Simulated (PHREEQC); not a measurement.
Make-up at 60 °C: 0.029 mol NaHSO4, 0.048 mol NaOH and 0.23 mol LiCl per kg of water. Closed to the air; pH follows from the charge balance.

All values are PHREEQC results (ion-association model, phreeqc.dat), not measurements.

Precipitation was switched off in this run.

Question: Predict the pH.

Answer: pH 11.11.

Question: In which forms is Na present?

Answer: Na+ 97 %, NaSO4- 2.9 % of the Na.

Away from 25 °C the constants follow the database's enthalpies or fits; those with neither stay at their 25 °C values.
